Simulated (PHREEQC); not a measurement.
A PHREEQC speciation (ion-association model, wateq4f.dat) at 25 °C gives pH 6.51 and these molalities:

| species | mol/kgw |
|---|---|
| SO4-2 | 0.00385 |
| Mn+2 | 0.00261 |
| Cd+2 | 0.00126 |
| MnSO4 | 0.000686 |
| CdSO4 | 0.000520 |
| Cd(SO4)2-2 | 2.23e-5 |
| H+ | 3.44e-7 |
| CdOH+ | 2.33e-7 |

### Question
What are the element totals, and what could have been dissolved in 1 kg of water to give them?

### Answer
One answer among several that fit: totals Cd 0.00180, Mn(2) 0.00330, S(6) 0.00510 mol/kgw, from 1.8 mmol/kgw CdSO4 and 3.3 mmol/kgw MnSO4.

This is a speciation only: nothing precipitates in the calculation. Species that the database lacks are ignored.
